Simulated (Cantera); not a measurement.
Input: 1 mol B2H6, 0.63 mol O2, 55 mol H2, equilibrated at 1150 °C and 0.000120 bar.

These are equilibrium values from Cantera (NASA tables, ideal gas, pure condensed phases), not measurements of a reactor. Candidate condensed phases: B, B2O3, B3O3H3, H2O; 23 gas species. The feed counts by its element totals alone. Kinetics and transport are ignored.

Base state: H2 0.981, HBO 0.0161, B2O2 0.00244, H 0.000600, BO 0.000288, B2O3 5.89e-5, HBO2 4.02e-5 (mole fractions); condensed: B(s).

### Question
What changes in the equilibrium state with this change: pressure from 0.000120 bar to 0.133 bar?

### Answer
```json
[
 {"species": "H2", "before": "0.981", "after": "0.993"},
 {"species": "HBO", "before": "0.0161", "after": "0.00404"},
 {"species": "B3O3H3", "before": "1.27e-7", "after": "0.00251"},
 {"species": "BO", "before": "0.000288", "after": "2.16e-6"},
 {"species": "H", "before": "0.000600", "after": "1.81e-5"},
 {"species": "B2O2", "before": "0.00244", "after": "0.000153"},
 {"species": "HBO2", "before": "4.02e-5", "after": "8.44e-5"},
 {"species": "B2O3", "before": "5.89e-5", "after": "3.08e-5"},
 {"species": "B(s), mol", "before": "0.746", "after": "0.931"},
 {"species": "B2O3(l), mol", "before": "0", "after": "0.185"}
]
```
Mutual solubility and eutectic melting of coexisting phases are not modelled.

### Question
What changes in the equilibrium state with this change: B2H6 replaced by BCl3?

### Answer
| species | before | after |
|---|---|---|
| H2 | 0.981 | 0.933 |
| HCl | 0 | 0.0519 |
| HBO | 0.0161 | 0.00867 |
| BOCl | 0 | 0.000700 |
| Cl | 0 | 2.67e-5 |
| H2O | 8.09e-7 | 8.66e-5 |
| B(s), mol | 0.746 | 0 |
The tables' values for BOCl are old estimates; treat these amounts as uncertain.
